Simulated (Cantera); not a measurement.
Feed: 1 mol Si₃N₄, 0.2 mol Si, 0.17 mol N₂, equilibrated at 2375 K and 10.0 mbar.

Method: chemical equilibrium by Gibbs-energy minimisation in Cantera with the NASA 1993 tables (ideal gas, pure condensed phases). Candidate condensed phases: Si, Si₃N₄; 7 gas species. The tables' values for SiN are old estimates; treat these amounts as uncertain. Rates play no part.

Base state: N₂ 0.814, Si 0.177, Si₂ 0.00389, SiN 0.00197, Si₂N 0.00190, Si₃ 0.000706 (mole fractions); condensed: Si(l).

Task: What changes in the equilibrium state with this change: 0.42 mol O₂ added?

Result: 
```
species       before     after
----------  --------  --------
N₂             0.814     0.587
SiO                0     0.228
Si             0.177     0.177
SiN          0.00197   0.00167
Si₂N         0.00190   0.00161
Si₂          0.00389   0.00389
Si₃         0.000706  0.000706
Si(l), mol      2.69      1.65
```
Further candidate phases: SiO₂, Si₂N₂O.
